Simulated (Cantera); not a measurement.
An adiabatic, constant-volume homogeneous reactor starts with CH4 : O2 : N2 = 1 : 6.25 : 23.5 (molar parts), at 1525 K and 1950 Torr.

Computed with Cantera and GRI-Mech 3.0 (53 species, 325 reactions).

Q: Predict: time of steepest temperature rise; temperature at 0.300 s; equilibrium temperature; x(O2) at 0.300 s; x(H2O2) at 0.300 s.

A: 
```
Item                                                                Result
---------------------------------  ---------------------------------------
time of steepest temperature rise                                 0.301 ms
temperature at 0.300 s                                              2333 K
equilibrium temperature                                             2333 K
x(O2) at 0.300 s                       0.130 (gas-phase equilibrium 0.130)
x(H2O2) at 0.300 s                 2.17e-7 (gas-phase equilibrium 2.17e-7)
```
